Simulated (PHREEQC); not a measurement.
A solution holds 15 mmol/kgw HCl, 20 mmol/kgw CuSO4 and 0.025 mmol/kgw MgCl2, at 7.4 °C. Closed to the air; pH follows from the charge balance.

Computed with PHREEQC (ion-association model, phreeqc.dat).

Precipitation was switched off in this run.

Problem. Order these S species by the share of S that they hold, largest first: HSO4-, CuSO4, SO4-2.

Solution. SO4-2 (54 %), CuSO4 (27 %), HSO4- (19 %)

The pH is 2.02 and the ionic strength 0.0654 mol/kgw. Complexes and solids missing from the database can't appear. Away from 25 °C the constants follow the database's enthalpies or fits; those with neither stay at their 25 °C values.
